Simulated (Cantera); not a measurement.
Feed: 1 mol Cu2O, 0.89 mol H2, 0.43 mol N2, equilibrated at 0.120 bar.

Equilibrium computed with Cantera from the NASA thermochemical tables; the gas is ideal and each condensed phase is pure. Candidate condensed phases: Cu, CuO, Cu(OH)2, Cu2O, H2O; 27 gas species. Each liquid is taken as pure. Mutual solubility and eutectic melting of coexisting phases are not modelled. Equilibrium is a limit: real reactors are often held back by kinetics, nucleation or transport.

### Question
What share of the Cu ends up in condensed phases as a function of T (K), at 1525, 1625, 1725, 1825, 1925, 2025, 2125?

### Answer
| T (K) | Cu condensed (%) | as |
|---|---|---|
| 1525 | 100.0 | Cu(l) + Cu2O(l) |
| 1625 | 100.0 | Cu(l) + Cu2O(l) |
| 1725 | 99.9 | Cu(l) + Cu2O(l) |
| 1825 | 99.6 | Cu(l) + Cu2O(l) |
| 1925 | 98.8 | Cu(l) |
| 2025 | 96.7 | Cu(l) |
| 2125 | 91.6 | Cu(l) |
